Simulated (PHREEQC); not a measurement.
**Hard or scaling water (model solution)**

A solution holds 4.4 mmol/kgw CaCl2, 0.02 mmol/kgw Na2CO3 and 0.44 mmol/kgw NaCl, at 20 °C. Closed to the air; pH follows from the charge balance.

Equilibrium calculation in PHREEQC: ion-association model, phreeqc.dat.

This is a speciation only: nothing precipitates in the calculation.

### Question
Predict the pH, specific conductance.

### Answer
pH 9.25; specific conductance 996 µS/cm.

### Question
In which forms is C present?

### Answer
HCO3- 70 %, CaCO3 20 %, CO3-2 7.3 %, CaHCO3+ 2.3 % of the C.

Complexes and solids missing from the database can't appear.
